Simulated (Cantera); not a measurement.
Source: NASA polynomial tables (part measured, part estimated), evaluated in Cantera. Values are per mole of reaction as written; species without (g) are pure solids or liquids, kept so even where they would boil at 1 bar.

Q: Between 300 and 1450 K, where is each reaction favourable under standard conditions?
- 2 H2O(g) + Fe = H2(g) + Fe(OH)2

A: 
- 2 H2O(g) + Fe = H2(g) + Fe(OH)2: ΔG° is -34 kJ at 300 K and 142 kJ at 1450 K; it changes sign between 300 and 1000 K. ΔH° is -56 kJ and ΔS° -137 J/K at 1450 K.
